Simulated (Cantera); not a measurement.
Input: 1 mol TEOS, 0.11 mol CO₂, 160 mol N₂, at 1423.15 K and 0.100 bar.

Method: chemical equilibrium by Gibbs-energy minimisation in Cantera with the NASA 1993 tables (ideal gas, pure condensed phases). Candidate condensed phases: C, C₆H₆, C₇H₈, C₈H₁₈, H₂O, Si, SiC, SiO₂, Si₂N₂O, Si₃N₄; 151 gas species. The feed counts by its element totals alone. N₂ is the only nitrogen source here; it is nearly inert below about 1500 K, so the nitride shown seldom forms there in practice. The numbers say what is thermodynamically allowed, not how fast it happens.

### Question
What is the equilibrium state?

### Answer
| Property | Result |
|---|---|
| x(N₂) | 0.921 |
| x(H₂) | 0.0577 |
| x(CO) | 0.0215 |
| x(HCN) | 0.000138 |
| x(H) | 5.05e-6 |
| x(HNC) | 1.78e-6 |
| x(CH₄) | 1.26e-6 |
| n(C(graphite)) | 4.37 mol |
| n(Si₂N₂O(s)) | 0.500 mol |
| gas amount | 173.2 mol |
| log10 activity of Si(s) (absent) | -3.83 |
